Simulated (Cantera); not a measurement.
Charge: 1 mol Ca(OH)₂, 0.046 mol CO₂, 0.86 mol H₂, a varied amount of C, held at 475 °C and 10.0 Torr.

Cantera equilibrium calculation (NASA polynomials, part measured and part estimated; ideal gas, pure solids and liquids). Candidate condensed phases: C, C₆H₆, C₇H₈, C₈H₁₈, Ca, CaCO₃, CaO, Ca(OH)₂, H₂O; 115 gas species. Equilibrium is a limit: real reactors are often held back by kinetics, nucleation or transport.

Which condensed phases are stable at each of these points (n(C) (mol)): 0.13, 0.2, 0.28, 0.35, 0.43, 0.5, 0.58, 0.65, 0.73, 0.8, 0.87, 0.95, 1?


```tsv
n(C) (mol)	condensed phases	Ca condensed (%)
0.13	CaCO₃(calcite) + CaO(s)	100.0
0.2	CaCO₃(calcite) + CaO(s)	100.0
0.28	CaCO₃(calcite) + CaO(s)	100.0
0.35	CaCO₃(calcite) + CaO(s)	100.0
0.43	CaCO₃(calcite) + CaO(s)	100.0
0.5	CaCO₃(calcite) + CaO(s)	100.0
0.58	C(graphite) + CaCO₃(calcite) + CaO(s)	100.0
0.65	C(graphite) + CaCO₃(calcite) + CaO(s)	100.0
0.73	C(graphite) + CaCO₃(calcite) + CaO(s)	100.0
0.8	C(graphite) + CaCO₃(calcite) + CaO(s)	100.0
0.87	C(graphite) + CaCO₃(calcite) + CaO(s)	100.0
0.95	C(graphite) + CaCO₃(calcite) + CaO(s)	100.0
1	C(graphite) + CaCO₃(calcite) + CaO(s)	100.0
```

From 0.13 mol C to 0.5 mol C the condensed part is CaCO₃(calcite) + CaO(s). From 0.58 mol C to 1 mol C the condensed part is C(graphite) + CaCO₃(calcite) + CaO(s).
